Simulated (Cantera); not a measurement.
Thermodynamics of silicon nitride deposition, feed SiHCl3 + N2

A closed system holds: 1 mol SiHCl3, 19 mol N2, equilibrated at 1625 K and 33.0 Pa.

Cantera equilibrium calculation (NASA polynomials, part measured and part estimated; ideal gas, pure solids and liquids). Candidate condensed phases: NH4Cl, Si, Si3N4; 28 gas species. The tables' values for SiCl3, SiCl are old estimates; treat these amounts as uncertain. Kinetics and transport are ignored.

```yaml
x(N2): 0.904
x(SiCl2): 0.0465
x(HCl): 0.0435
x(Cl): 0.00302
x(H2): 0.00194
x(SiCl3): 0.000990
x(H): 0.000171
x(SiCl4): 4.90e-5
x(SiCl): 3.29e-5
gas_amount: 21.02 mol
log10 activity of Si(s) (absent): -1.87
```
